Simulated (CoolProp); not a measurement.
Vapour-liquid equilibrium of hydrogen chloride (1) + propane (2) at 4.68 bar; x and y are mole fractions of (1).

Model: multi-fluid Helmholtz-energy mixture model, Thol 2018 and Lemmon 2009; pair parameters Bell 2016, in CoolProp.

```csv
x,"bubble temperature, mixture model (°C)","bubble temperature, Raoult's law (°C)","y, mixture model","y, Raoult's law"
0.05,-12.7,-7.1,0.333,0.229
0.15,-29.2,-17.4,0.653,0.512
0.25,-38.1,-25.1,?,0.675
0.35,?,-31.1,0.831,0.777
0.45,-45.9,-36.1,0.861,0.846
0.55,?,-40.2,?,0.894
0.65,-49.0,-43.7,0.897,0.929
0.75,?,-46.8,?,0.956
0.85,?,-49.5,0.937,0.977
0.95,?,-51.9,0.973,0.993
```

Task: Complete the blanks.

Result: 
- 0.25, y, mixture model: 0.775
- 0.35, bubble temperature, mixture model (°C): -43.0
- 0.55, bubble temperature, mixture model (°C): -47.7
- 0.55, y, mixture model: 0.881
- 0.75, bubble temperature, mixture model (°C): -50.1
- 0.75, y, mixture model: 0.914
- 0.85, bubble temperature, mixture model (°C): -51.3
- 0.95, bubble temperature, mixture model (°C): -52.4

The largest gap from Raoult's law is -13.0 K in bubble temperature, at x = 0.25. No azeotrope shows between x = 0.05 and 0.95.

Pair parameters are fitted to limited data, so mixtures are less certain than the pure fluids. With so large a gap from Raoult's law the liquid may split in two, which this calculation doesn't test in full.
